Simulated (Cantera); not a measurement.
Charge: 1 mol Hg, 1.9 mol O2, 0.23 mol N2, equilibrated at 1498 K and 8600 Pa.

These are equilibrium values from Cantera (NASA tables, ideal gas, pure condensed phases), not measurements of a reactor. Candidate condensed phases: Hg, HgO; 10 gas species. Rates play no part.

### Question
What is the equilibrium state?

### Answer
x(O2): 0.607
x(Hg): 0.319
x(N2): 0.0732
x(NO): 0.000628
x(O): 1.05e-5
x(NO2): 1.69e-6
gas amount: 3.130 mol
log10 activity of Hg(l) (absent): -4.30
